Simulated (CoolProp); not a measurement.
Saturation properties of diethyl ether.

Model: reference Helmholtz-energy equation of state, Thol 2014, in CoolProp.

```tsv
T (K)	p (kPa)	liquid density (kg/m³)	vapour density (kg/m³)
361.6	497.8	626.4	14.15
370.5	615.5	613.3	17.49
379.3	751.2	599.7	21.41
388.2	909.9	585.2	26.12
397	1090	570.1	31.66
405.9	1298	553.7	38.37
414.7	1531	536.3	46.36
423.6	1797	516.9	56.26
432.5	2098	495.3	68.66
441.3	2431	470.5	84.56
450.2	2811	439.6	106.7
```

It boils at 307.6 K under 1 atm.
